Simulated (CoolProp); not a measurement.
Vapour-liquid equilibrium of propane (1) + isohexane (2) at 144 kPa; x and y are mole fractions of (1).

The numbers come from the multi-fluid Helmholtz-energy mixture model, Lemmon 2009 and Lemmon 2006; pair parameters Bell 2016 in CoolProp.

| x | bubble temperature (K) | y at the bubble point | dew temperature at overall composition x (K) | liquid density (mol/L) |
|---|---|---|---|---|
| 0.05 | 323.3 | 0.504 | 343.1 | 7.386 |
| 0.15 | 294.4 | 0.848 | 339.5 | 8.022 |
| 0.25 | 278.0 | 0.935 | 335.5 | (withheld) |
| 0.35 | 267.5 | 0.966 | 331.2 | (withheld) |
| 0.45 | 260.2 | 0.981 | 326.3 | 9.580 |
| 0.55 | 254.6 | (withheld) | 320.6 | 10.11 |
| 0.65 | 250.2 | 0.993 | 314.0 | 10.67 |
| 0.75 | 246.6 | 0.996 | 305.6 | (withheld) |
| 0.85 | 243.4 | 0.998 | 294.1 | 11.90 |
| 0.95 | 240.6 | 0.999 | 273.6 | 12.59 |

Question: Some entries are withheld; supply them.

Answer: 
- 0.25, liquid density (mol/L): 8.560
- 0.35, liquid density (mol/L): 9.069
- 0.55, y at the bubble point: 0.988
- 0.75, liquid density (mol/L): 11.26

No azeotrope shows between x = 0.05 and 0.95.

Pair parameters are fitted to limited data, so mixtures are less certain than the pure fluids. The gap from Raoult's law changes sign with composition, which may be real or a fault of the pair parameters; it wasn't checked against measurements.
